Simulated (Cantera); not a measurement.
# Premixed flame

A freely propagating, adiabatic, planar premixed flame of 33.5 % H₂, 14.0 % O₂, 52.6 % N₂, equivalence ratio 1.2, unburnt at 625 K and 75.0 Torr; mixture-averaged transport, grid criteria slope 0.08 and curve 0.16, no radiation.

Detailed kinetics in Cantera: the H2/O2 subset of GRI-Mech 3.0, which has no nitrogen chemistry. Burning velocities carry a grid error of a few per cent, more on coarse grids.

```
z (mm)  T (K)  u (m/s)    x H₂    x O₂     x H₂O   x H₂O₂    x HO₂       x H
------  -----  -------  ------  ------  --------  -------  -------  --------
-29.0     625     6.67   0.335   0.140     <1e-8    <1e-8    <1e-8     <1e-8
-19.3     625     6.67   0.335   0.140     <1e-8    <1e-8    <1e-8     <1e-8
-14.5     625     6.67   0.335   0.140     <1e-8    <1e-8    <1e-8     <1e-8
-9.67     625     6.67   0.335   0.140   1.81e-8    <1e-8  2.68e-7   2.35e-7
-4.83     630     6.73   0.334   0.139  0.000368  2.03e-7  3.31e-5  0.000379
-2.42     729     7.72   0.313   0.136   0.00990  2.51e-7  2.43e-5    0.0102
0        1105     11.4   0.159  0.0819     0.120  4.40e-7  1.02e-5    0.0853
2.42     1365     13.9  0.0660  0.0270     0.219  5.20e-7  3.08e-6     0.115
4.83     1473     14.9  0.0653  0.0226     0.227  4.46e-7  2.25e-6     0.106
9.67     1606     16.1  0.0696  0.0202     0.233  2.97e-7  1.71e-6    0.0910
19.3     1759     17.4  0.0731  0.0174     0.241  1.62e-7  1.26e-6    0.0748
38.7     1922     18.8  0.0751  0.0143     0.251  8.38e-8  9.07e-7    0.0586
77.3     2086     20.1  0.0751  0.0111     0.263  4.67e-8  6.81e-7    0.0437
```
x: mole fraction of selected species; z is measured from the peak of heat release.

```
Item                         Value
------------------------  --------
laminar burning velocity  667 cm/s
thermal thickness          9.67 mm
peak x(H₂O₂)               5.37e-7
peak x(HO₂)                3.32e-5
peak x(H)                    0.116
grid points                    142
```
